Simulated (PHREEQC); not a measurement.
A PHREEQC speciation (ion-association model, phreeqc.dat) at 25 °C gives pH 1.87 and these molalities:

| species | mol/kgw |
|---|---|
| Zn+2 | 0.0389 |
| SO4-2 | 0.0319 |
| ZnSO4 | 0.0270 |
| HSO4- | 0.0172 |
| H+ | 0.0168 |
| Zn(SO4)2-2 | 0.00701 |
| Mn+2 | 0.000146 |
| MnSO4 | 8.39e-5 |

Question: What are the element totals, and what could have been dissolved in 1 kg of water to give them?

Answer: This is not unique; one that fits is totals Mn(2) 0.000230, S(6) 0.0902, Zn 0.0730 mol/kgw, from 0.017 mol/kgw H2SO4, 0.073 mol/kgw ZnSO4 and 0.00023 mol/kgw MnSO4.

This is a speciation only: nothing precipitates in the calculation. Species that the database lacks are ignored.
